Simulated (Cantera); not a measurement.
A freely propagating, adiabatic, planar premixed flame of CH₄ : O₂ : N₂ = 1 : 2 : 7.52 (molar parts), unburnt at 448 K and 5.30 bar; mixture-averaged transport, grid criteria slope 0.08 and curve 0.16, no radiation.

Model: GRI-Mech 3.0 (53 species, 325 reactions), integrated in Cantera. Burning velocities carry a grid error of a few per cent, more on coarse grids.

Q: What does this change do: CH4 1 to 0.8 parts?

A: 
| quantity | before | after |
|---|---|---|
| laminar burning velocity | 39.2 cm/s | 28.2 cm/s |
| thermal thickness | 0.119 mm | 0.144 mm |
| peak x(C₂H) | 3.40e-7 | 5.30e-8 |
| peak x(C₂H₄) | 0.000714 | 0.000433 |
| peak x(OH) | 0.00648 | 0.00467 |
